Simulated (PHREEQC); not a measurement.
Dissolve 5.8 mmol/kgw NaF and 0.16 mmol/kgw K2CO3 at 44 °C and 300 atm. Closed to the air; pH follows from the charge balance.

The numbers come from PHREEQC with the ion-association model, phreeqc.dat.

Precipitation was switched off in this run.

**Question.** Order these C species by the share of C that they hold, largest first: NaCO3-, CO3-2, NaHCO3, HCO3-.

**Answer.** HCO3- (76 %), CO3-2 (20 %), NaCO3- (3.6 %), NaHCO3 (0.25 %)

The pH is 9.37 and the ionic strength 0.00613 mol/kgw. Under pressure, the constants of complexes without a molar volume in the database are unreliable. Constants without temperature data keep their 25 °C values here.
